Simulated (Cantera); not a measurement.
Hydrocarbon pyrolysis for carbon deposition

An isothermal, constant-pressure homogeneous reactor starts with C₂H₆ : N₂ = 1 : 0.55 (molar parts), at 1200 K and 0.000470 bar.

Cantera simulation using GRI-Mech 3.0 (53 species, 325 reactions); the numbers are that mechanism's predictions, not measurements. GRI-Mech 3.0 stops at C3 and has no aromatics, soot or wall deposition, so with more carbon than oxygen in the feed, carbon stays in small species such as C2H2 where larger ones or solid carbon would form. Radical loss at walls, strong at low pressure, is not modelled.

```
t (s)     x C₂H₆     x CH₃     x C₂H     x CH₄     x CH₂      x H₂
--------  ------  --------  --------  --------  --------  --------
0.000300   0.645   8.00e-6    <1e-12   6.39e-8    <1e-12  9.14e-10
0.000739   0.645   1.95e-5    <1e-12   3.85e-7  1.54e-12   1.40e-8
0.00182    0.645   4.66e-5    <1e-12   2.29e-6  2.10e-11   2.36e-7
0.00448    0.645  0.000107    <1e-12   1.33e-5  2.52e-10   3.67e-6
0.0110     0.645  0.000224    <1e-12   7.21e-5   2.20e-9   5.19e-5
0.0272     0.643  0.000404    <1e-12  0.000348   1.07e-8  0.000621
0.0669     0.634  0.000826  1.86e-12   0.00161   4.09e-8   0.00507
0.165      0.589   0.00192  2.63e-11   0.00885   1.37e-7    0.0255
0.406      0.456   0.00269  1.52e-10    0.0388   2.08e-7    0.0827
1.00       0.240   0.00217  4.71e-10     0.102   1.62e-7     0.168
```
x: mole fraction; the columns are a selection and need not sum to one.

Equilibrium at this temperature and pressure: C₂H₆ 3.13e-8, CH₃ 1.11e-6, C₂H 5.54e-10, CH₄ 0.00476, CH₂ 6.86e-12, H₂ 0.559 (gas phase only).
